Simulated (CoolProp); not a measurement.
A single-stage vapour-compression cycle with the fluid: evaporating at 202.15 K (dew point), condensing at 259.15 K (bubble point), superheat 10 K, subcooling 5 K, compressor efficiency 0.75, no pressure losses. The same conditions are run with several fluids, on thermodynamics alone (safety and materials aside).

Computed with CoolProp (reference Helmholtz-energy equation of state of each fluid (C3F8 (R218): Lemmon 2006; R125: Lemmon 2005; C2F6 (R116): Lemmon 2006; fluoroethane (R161): Wu 2012; propane: Lemmon 2009; CH2F2 (R32): Tillner-Roth 1997)).

| fluid | cooling COP | pressure ratio | discharge temperature (K) | refrigerating effect (kJ/kg) | volumetric capacity (kJ/m³) |
|---|---|---|---|---|---|
| C3F8 (R218) | 1.98 | 16.3 | 270.3 | 73.2 | 124 |
| R125 | 2.11 | 14.9 | 299.8 | 124 | 242 |
| C2F6 (R116) | 1.81 | 8.57 | 278.5 | 65.5 | 788 |
| fluoroethane (R161) | 2.15 | 16.5 | 357.0 | 367 | 163 |
| propane | 2.19 | 13.1 | 320.8 | 351 | 204 |
| CH2F2 (R32) | 2.04 | 14.9 | 404.4 | 326 | 331 |
